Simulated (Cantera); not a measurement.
An adiabatic, constant-volume homogeneous reactor starts with CH₄ : O₂ : N₂ = 1 : 1.82 : 6.84 (molar parts), equivalence ratio 1.1, at 1248 K and 0.197 atm. Integrator tolerance rtol = 1e-08.

Model: GRI-Mech 3.0 (53 species, 325 reactions), integrated in Cantera.

Task: What does this change do: 0.82 parts H2O added?

Result: 
```tsv
quantity	before	after
time of steepest temperature rise	79.6 ms	0.101 s
temperature at 0.900 s	2722 K	2642 K
equilibrium temperature	2722 K	2642 K
x(CH₄) at 0.900 s	<1e-12 (gas-phase equilibrium <1e-12)	<1e-12 (gas-phase equilibrium <1e-12)
x(O₂) at 0.900 s	0.0151 (gas-phase equilibrium 0.0151)	0.0136 (gas-phase equilibrium 0.0136)
x(H₂) at 0.900 s	0.0284 (gas-phase equilibrium 0.0284)	0.0306 (gas-phase equilibrium 0.0306)
x(NO₂) at 0.900 s	1.06e-6 (gas-phase equilibrium 1.06e-6)	8.62e-7 (gas-phase equilibrium 8.62e-7)
x(C₂H₆) at 0.900 s	<1e-12 (gas-phase equilibrium <1e-12)	<1e-12 (gas-phase equilibrium <1e-12)
```
